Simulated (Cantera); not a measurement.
## Ignition delay

Mixture: 4.84 % CH₄, 1.84 % CO, 19.7 % O₂, 73.6 % N₂, at 76000 Pa, adiabatic and at constant pressure. Ignition delay is the time to a rise of 400 K.

Computed with Cantera and GRI-Mech 3.0 (53 species, 325 reactions).

| T0 (K) | delay (ms) |
|---|---|
| 1275 | 14.6 |
| 1350 | 5.55 |
| 1425 | 2.37 |
| 1500 | 1.14 |
| 1575 | 0.610 |
| 1650 | 0.352 |
| 1725 | 0.216 |

| Quantity | Result |
|---|---|
| apparent activation energy between 1575 and 1725 K | 160 kJ/mol |
